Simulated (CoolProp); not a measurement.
Aqueous magnesium chloride as a coolant, at 15 °C, 1 atm.

Values from CoolProp's Melinder's fits for secondary coolants.

```json
[
 {"mass %": "5", "freezing point (°C)": "-3.0", "Prandtl number": "9.25", "cp (kJ/(kg K))": "3.888", "conductivity (W/(m K))": "0.579", "density (kg/m³)": "1041"},
 {"mass %": "8.7", "freezing point (°C)": "-6.6", "Prandtl number": "10.3", "cp (kJ/(kg K))": "3.674", "conductivity (W/(m K))": "0.571", "density (kg/m³)": "1074"},
 {"mass %": "12.5", "freezing point (°C)": "-12.2", "Prandtl number": "12.4", "cp (kJ/(kg K))": "3.463", "conductivity (W/(m K))": "0.561", "density (kg/m³)": "1107"},
 {"mass %": "16.3", "freezing point (°C)": "-19.5", "Prandtl number": "14.4", "cp (kJ/(kg K))": "3.269", "conductivity (W/(m K))": "0.550", "density (kg/m³)": "1142"},
 {"mass %": "20.1", "freezing point (°C)": "-29.0", "Prandtl number": "17.5", "cp (kJ/(kg K))": "3.092", "conductivity (W/(m K))": "0.539", "density (kg/m³)": "1178"},
 {"mass %": "23.8", "freezing point (°C)": "-43.4", "Prandtl number": "41.0", "cp (kJ/(kg K))": "2.925", "conductivity (W/(m K))": "0.525", "density (kg/m³)": "1217"},
 {"mass %": "27.6", "freezing point (°C)": "-70.7", "Prandtl number": "881", "cp (kJ/(kg K))": "2.731", "conductivity (W/(m K))": "0.500", "density (kg/m³)": "1268"}
]
```
